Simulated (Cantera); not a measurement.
Equilibrium for tantalum, niobium, vanadium and zirconium in process gases: Ta + CO2

Charge: 1 mol Ta, 3.2 mol CO2, at 1725 K and 10.0 mbar.

Method: chemical equilibrium by Gibbs-energy minimisation in Cantera with the NASA 1993 tables (ideal gas, pure condensed phases). Candidate condensed phases: C, Ta, TaC, Ta2O5; 15 gas species. Equilibrium is a limit: real reactors are often held back by kinetics, nucleation or transport.

```
Item                                       Result
--------------------------------------  ---------
x(CO)                                       0.781
x(CO2)                                      0.219
n(Ta2O5(s))                             0.500 mol
gas amount                              3.200 mol
log10 activity of C(graphite) (absent)      -5.48
log10 activity of Ta(s) (absent)            -8.35
log10 activity of TaC(s) (absent)           -9.58
```
